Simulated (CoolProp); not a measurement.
Saturated liquid density (kg/m³) of octamethyltrisiloxane (MDM): the reference equation beside estimates from Tc = 565.4 K, pc = 14.38 bar, ω = 0.528.

Model: reference Helmholtz-energy equation of state, Thol 2017, in CoolProp.

```tsv
T (K)	reference	van der Waals	Soave-Redlich-Kwong
293.9	819.5	468.9	731.9
298.8	814.6	466.5	728.8
303.6	809.8	464.2	725.6
308.5	804.8	461.8	722.3
313.4	799.8	459.3	719.0
318.3	794.9	456.8	715.5
323.1	789.9	454.4	712.1
328	784.9	451.8	708.5
332.9	779.8	449.3	704.8
337.8	774.7	446.6	701.1
342.7	769.6	444.0	697.2
```

Absolute difference from the reference over all 11 rows, mean and median: van der Waals 42.5 and 42.5 %, Soave-Redlich-Kwong 10.0 and 10.0 %.
